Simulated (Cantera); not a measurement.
**Gas activation for diamond growth**

An isothermal, constant-pressure homogeneous reactor starts with 0.449 % CH4, 97.5 % H2, 2.05 % CO2, at 2575 K and 0.0132 atm.

Detailed kinetics in Cantera: GRI-Mech 3.0 (53 species, 325 reactions). Radical loss at walls, strong at low pressure, is not modelled.

| t (s) | x CH4 | x H2 | x CO2 | x OH | x C2H6 | x C2H |
|---|---|---|---|---|---|---|
| 0.000100 | 0.00437 | 0.974 | 0.0204 | 1.18e-6 | 1.24e-9 | <1e-12 |
| 0.000351 | 0.00421 | 0.971 | 0.0198 | 4.53e-6 | 7.18e-9 | 1.23e-10 |
| 0.00123 | 0.00367 | 0.958 | 0.0135 | 2.56e-5 | 3.34e-8 | 1.88e-8 |
| 0.00433 | 0.00196 | 0.928 | 0.000301 | 0.000132 | 3.34e-8 | 1.37e-6 |
| 0.0152 | 0.000264 | 0.912 | 6.60e-5 | 0.000208 | 9.99e-10 | 4.79e-6 |
| 0.0534 | 2.15e-5 | 0.891 | 6.29e-5 | 0.000269 | 9.18e-12 | 7.25e-7 |
| 0.187 | 7.94e-12 | 0.836 | 6.16e-5 | 0.000481 | <1e-12 | <1e-12 |
| 0.658 | <1e-12 | 0.743 | 5.99e-5 | 0.000869 | <1e-12 | <1e-12 |
| 2.31 | <1e-12 | 0.710 | 5.93e-5 | 0.00101 | <1e-12 | <1e-12 |
| 8.11 | <1e-12 | 0.710 | 5.93e-5 | 0.00101 | <1e-12 | <1e-12 |
| 28.5 | <1e-12 | 0.710 | 5.93e-5 | 0.00101 | <1e-12 | <1e-12 |
| 100 | <1e-12 | 0.710 | 5.93e-5 | 0.00101 | <1e-12 | <1e-12 |
x: mole fraction; the columns are a selection and need not sum to one.

Equilibrium at this temperature and pressure: CH4 <1e-12, H2 0.710, CO2 5.93e-5, OH 0.00101, C2H6 <1e-12, C2H <1e-12 (gas phase only).
